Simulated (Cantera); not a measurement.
Input (Python, Cantera) and output of one run.

```python
import numpy as np
import cantera as ct

gas_names = """
    CL CL2 H HCL H2 Si SiCL SiCL2 SiCL3 SiCL4 SiH SiHCL3 SiH2 SiH2CL2 SiH3 SiH3CL SiH4 Si2 Si3
""".split()
cond_names = """
    Si(cr) Si(L)
""".split()


# ... load() reads the species with a 1 bar reference pressure and builds the phases ...
atoms = {
    'Si': {'Si': 1},
    'HCl': {'H': 1, 'CL': 1},
    'H2': {'H': 2},
}
top_T = {}  # K; cautious upper limits of use, not melting points


# ... equilibrate(T, P, feed) seeds the gas with the atoms and calls Mixture.equilibrate('TP', solver="vcs", rtol=1e-11, max_steps=5000) ...
results = []
T = 1398  # K
P = 2500000  # Pa
for m in [0.51, 0.62, 0.75, 0.92, 1.1, 1.4, 1.7, 2, 2.5, 3, 3.7]:
    feed = {'Si': 1, 'HCl': m, 'H2': 0.56}  # mol
    mix = equilibrate(T, P, feed)
    results.append((T, P, feed, dict(zip(mix.species_names, mix.species_moles))))
    x = sorted(zip(gas.X, gas.species_names), reverse=True)
    print(f"T = {T:g} K  P = {P:g} Pa  n(HCl) = {m:g} mol  gas = {mix.phase_moles(0):.4g} mol")
    print("   x: " + "  ".join(f"{s} {v:.3e}" for v, s in x if v > 0.0001))
    print("   condensed (mol): " + ("  ".join(f"{mix.phase(i).name} {mix.phase_moles(i):.4g}"
          for i in range(1, mix.n_phases) if mix.phase_moles(i) > 1e-12) or "none"))
```

Result:

```
T = 1398 K  P = 2.5e+06 Pa  n(HCl) = 0.51 mol  gas = 0.937 mol
   x: H2 7.993e-01  SiHCL3 6.809e-02  SiCL4 5.569e-02  HCL 4.590e-02  SiH2CL2 1.251e-02  SiCL3 1.006e-02  SiCL2 7.764e-03  SiH3CL 6.605e-04
   condensed (mol): Si(cr) 0.855
T = 1398 K  P = 2.5e+06 Pa  n(HCl) = 0.62 mol  gas = 1.018 mol
   x: H2 7.795e-01  SiHCL3 7.526e-02  SiCL4 6.472e-02  HCL 4.706e-02  SiH2CL2 1.315e-02  SiCL3 1.126e-02  SiCL2 8.370e-03  SiH3CL 6.604e-04
   condensed (mol): Si(cr) 0.8235
T = 1398 K  P = 2.5e+06 Pa  n(HCl) = 0.75 mol  gas = 1.113 mol
   x: H2 7.601e-01  SiHCL3 8.215e-02  SiCL4 7.397e-02  HCL 4.805e-02  SiH2CL2 1.371e-02  SiCL3 1.245e-02  SiCL2 8.948e-03  SiH3CL 6.575e-04
   condensed (mol): Si(cr) 0.7864
T = 1398 K  P = 2.5e+06 Pa  n(HCl) = 0.92 mol  gas = 1.238 mol
   x: H2 7.394e-01  SiHCL3 8.929e-02  SiCL4 8.420e-02  HCL 4.895e-02  SiH2CL2 1.422e-02  SiCL3 1.372e-02  SiCL2 9.547e-03  SiH3CL 6.516e-04
   condensed (mol): Si(cr) 0.7379
T = 1398 K  P = 2.5e+06 Pa  n(HCl) = 1.1 mol  gas = 1.371 mol
   x: H2 7.218e-01  SiHCL3 9.522e-02  SiCL4 9.322e-02  HCL 4.962e-02  SiCL3 1.481e-02  SiH2CL2 1.461e-02  SiCL2 1.005e-02  SiH3CL 6.447e-04
   condensed (mol): Si(cr) 0.6867
T = 1398 K  P = 2.5e+06 Pa  n(HCl) = 1.4 mol  gas = 1.591 mol
   x: H2 6.993e-01  SiCL4 1.052e-01  SiHCL3 1.026e-01  HCL 5.033e-02  SiCL3 1.621e-02  SiH2CL2 1.504e-02  SiCL2 1.067e-02  SiH3CL 6.336e-04
   condensed (mol): Si(cr) 0.6015
T = 1398 K  P = 2.5e+06 Pa  n(HCl) = 1.7 mol  gas = 1.812 mol
   x: H2 6.824e-01  SiCL4 1.145e-01  SiHCL3 1.080e-01  HCL 5.078e-02  SiCL3 1.727e-02  SiH2CL2 1.531e-02  SiCL2 1.113e-02  SiH3CL 6.238e-04
   condensed (mol): Si(cr) 0.5164
T = 1398 K  P = 2.5e+06 Pa  n(HCl) = 2 mol  gas = 2.033 mol
   x: H2 6.693e-01  SiCL4 1.219e-01  SiHCL3 1.121e-01  HCL 5.108e-02  SiCL3 1.810e-02  SiH2CL2 1.549e-02  SiCL2 1.149e-02  SiH3CL 6.155e-04
   condensed (mol): Si(cr) 0.4314
T = 1398 K  P = 2.5e+06 Pa  n(HCl) = 2.5 mol  gas = 2.401 mol
   x: H2 6.529e-01  SiCL4 1.313e-01  SiHCL3 1.171e-01  HCL 5.140e-02  SiCL3 1.914e-02  SiH2CL2 1.568e-02  SiCL2 1.192e-02  SiH3CL 6.041e-04
   condensed (mol): Si(cr) 0.2898
T = 1398 K  P = 2.5e+06 Pa  n(HCl) = 3 mol  gas = 2.77 mol
   x: H2 6.409e-01  SiCL4 1.383e-01  SiHCL3 1.206e-01  HCL 5.160e-02  SiCL3 1.990e-02  SiH2CL2 1.580e-02  SiCL2 1.224e-02  SiH3CL 5.953e-04
   condensed (mol): Si(cr) 0.1483
T = 1398 K  P = 2.5e+06 Pa  n(HCl) = 3.7 mol  gas = 3.315 mol
   x: H2 6.300e-01  SiCL4 1.614e-01  SiHCL3 1.044e-01  HCL 6.840e-02  SiCL3 1.738e-02  SiH2CL2 1.014e-02  SiCL2 7.988e-03  SiH3CL 2.833e-04
   condensed (mol): none
```

Equilibrium computed with Cantera from the NASA thermochemical tables; the gas is ideal and each condensed phase is pure. The tables' values for SiCl3 are old estimates; treat these amounts as uncertain. Gases not in the tables: Si2H6 and higher silanes.
